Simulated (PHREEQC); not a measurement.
1 kg of water holding 74 mmol/kgw KOH and 53 mmol/kgw NaHCO3 meets 20 L of dry gas (CO2 0.73, N2 0.27 by moles) at fixed total pressure, at 80 °C; fugacities by Peng-Robinson. The gases take part in no redox reaction, some water evaporates into the gas, and hydrates or a liquid gas phase aren't modelled. Nothing may precipitate in this run.

All values are PHREEQC results (ion-association model, phreeqc.dat), not measurements.

```
P (atm)  dissolved CO2 (all carbonate carbon) (mol/kgw)  φ of CO2  p of CO2 (atm)  dissolved N2 (mol/kgw)  φ of N2  p of N2 (atm)
-------  ----------------------------------------------  --------  --------------  ----------------------  -------  -------------
2                                                 0.140     0.994            1.09                0.000195    1.003          0.441
5                                                 0.167     0.984            3.26                0.000559    1.005           1.26
10                                                0.210     0.969            6.89                 0.00116    1.008           2.62
20                                                0.290     0.938            14.1                 0.00236    1.015           5.34
30                                                0.365     0.909            21.4                 0.00355    1.024           8.06
40                                                0.435     0.881            28.6                 0.00474    1.033           10.8
75                                                0.636     0.789            54.0                 0.00892    1.073           20.2
100                                               0.745     0.731            72.2                  0.0120    1.108           27.0
150                                               0.893     0.632             108                  0.0183    1.191           40.4
200                                               0.984     0.559             145                  0.0248    1.274           53.8
300                                                1.09     0.471             217                  0.0371    1.408           80.6
400                                                1.17     0.427             289                  0.0480    1.513            107
```

Away from 25 °C the constants follow the database's enthalpies or fits; those with neither stay at their 25 °C values.
